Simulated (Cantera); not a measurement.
Input (Python, Cantera) and output of one run.

```python
import numpy as np
import cantera as ct

gas_names = [...]  # 130 gases of nasa_gas.yaml made of C, H, Mg, O, S
cond_names = """
    C(gr) C6H6(L) C7H8(L) C8H18(L),n-octa H2O(s) H2O(L) H2SO4(L) Mg(cr) Mg(L) MgCO3(s) MgO(s) MgO(L)
    MgO2H2(s) MgS(s) MgSO4(s) MgSO4(L) S(cr1) S(cr2) S(L)
""".split()


# ... load() reads the species with a 1 bar reference pressure and builds the phases ...
atoms = {
    'MgSO4': {'Mg': 1, 'S': 1, 'O': 4},
    'C': {'C': 1},
    'H2O': {'H': 2, 'O': 1},
}
top_T = {'C(gr)': 4500, 'MgS(s)': 2250}  # K; cautious upper limits of use, not melting points


# ... equilibrate(T, P, feed) seeds the gas with the atoms and calls Mixture.equilibrate('TP', solver="vcs", rtol=1e-11, max_steps=5000) ...
results = []
feed = {'MgSO4': 1, 'C': 0.081, 'H2O': 1.4}  # mol
P = 1000  # Pa
for T in [1625, 1675, 1725, 1775, 1825, 1875, 1925, 1975, 2025, 2075, 2125, 2175]:
    mix = equilibrate(T, P, feed)
    results.append((T, P, feed, dict(zip(mix.species_names, mix.species_moles))))

top = {s: max(r[3][s] / sum(r[3][g] for g in gas_names) for r in results) for s in gas_names}
cols = sorted((s for s in top if top[s] > 1e-05), key=lambda s: -top[s])[:5]
seen = [c for c in cond_names if any(r[3].get(c, 0) > 1e-12 for r in results)]
print("log10 of partial pressures in bar; condensed amounts in mol")
print(f"{'T/K':>10s}" + "".join(f"{s[:9]:>10s}" for s in cols + seen))
for T, P, feed, n in results:
    ng = sum(n[g] for g in gas_names)
    print(f"{T:10.4g}" + "".join(f"{np.log10(max(n[s] / ng * P / 1e5, 1e-99)):10.3f}" for s in cols)
          + "".join(f"{n.get(c, 0):10.4g}" for c in seen))
```

Output:

```
log10 of partial pressures in bar; condensed amounts in mol
       T/K       H2O       SO2        O2       CO2        OH    MgO(s)
      1625    -2.317    -2.463    -2.842    -3.554    -4.870         1
      1675    -2.318    -2.463    -2.842    -3.555    -4.714         1
      1725    -2.318    -2.463    -2.843    -3.555    -4.567         1
      1775    -2.319    -2.463    -2.843    -3.556    -4.429         1
      1825    -2.320    -2.464    -2.844    -3.558    -4.298         1
      1875    -2.322    -2.464    -2.845    -3.560    -4.175         1
      1925    -2.324    -2.465    -2.846    -3.564    -4.059         1
      1975    -2.327    -2.467    -2.847    -3.569    -3.949    0.9999
      2025    -2.332    -2.469    -2.848    -3.576    -3.845    0.9998
      2075    -2.337    -2.472    -2.849    -3.587    -3.747    0.9997
      2125    -2.344    -2.476    -2.850    -3.601    -3.654    0.9992
      2175    -2.354    -2.481    -2.850    -3.620    -3.567    0.9983
```

Cantera equilibrium calculation (NASA polynomials, part measured and part estimated; ideal gas, pure solids and liquids).
